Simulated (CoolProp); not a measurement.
Vapour-liquid equilibrium of ethylene (1) + n-butane (2) at 248.3 K; x and y are mole fractions of (1).

Model: multi-fluid Helmholtz-energy mixture model, Smukala 2000 and Bücker 2006; pair parameters Bell 2016, in CoolProp.

Task: Give the bubble pressure and the first vapour's composition at x = 0.35, 0.55, 0.75. Is there an azeotrope?

Result: x = 0.35: 0.6831 MPa, y = 0.952; x = 0.55: 1.054 MPa, y = 0.974; x = 0.75: 1.519 MPa, y = 0.988. No azeotrope shows between x = 0.05 and 0.95.

The pair parameters rest on a limited set of measurements; away from them the model extrapolates. The gap from Raoult's law changes sign with composition, which may be real or a fault of the pair parameters; it wasn't checked against measurements.
